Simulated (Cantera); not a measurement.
SiH2Cl2 + O3 (silicon oxide and oxynitride deposition)

A closed system holds: 1 mol SiH2Cl2, 0.23 mol O3, at 327 °C and 54.0 Torr.

Cantera equilibrium calculation (NASA polynomials, part measured and part estimated; ideal gas, pure solids and liquids). Candidate condensed phases: H2O, Si, SiO2; 30 gas species. The numbers say what is thermodynamically allowed, not how fast it happens.

```
Item                   Value
-----------------  ---------
x(H2)                  0.645
x(SiCl4)               0.290
x(SiHCl3)             0.0644
x(SiH2Cl2)          0.000717
x(HCl)               7.98e-5
x(SiH3Cl)            1.56e-6
n(Si(s))           0.131 mol
n(SiO2(α-quartz))  0.345 mol
gas amount         1.476 mol
```
